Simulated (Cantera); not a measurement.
An isothermal plug-flow reactor at 1175 K and 1.00 bar (inlet), inlet velocity 0.51 m/s, active area per volume 4900 1/m; feed 0.536 % CH4, 13.1 % O2, 86.3 % N2, equivalence ratio 0.082.

Model: Deutschmann's 1995 Pt surface mechanism with GRI-Mech 3.0 gas chemistry, integrated in Cantera. Catalytic surfaces can have several steady states; this one follows from the mechanism file's or the stated starting coverage. Mass transfer to the wall is taken as infinitely fast.

One state of this run: x CH4 = 0.00344; x O2 = 0.127; x H2O = 0.00382; x CO2 = 0.00190; x CO = 3.91e-6; θ free Pt = 0.376; θ O* = 0.624; θ OH* = 0.000806. x: gas mole fraction; θ: surface coverage.

Q: Which value of z (m) does it belong to?
(A) 0.0049
(B) 0.00014
(C) 0.0018
(D) 8.2e-05

A: B, 0.00014
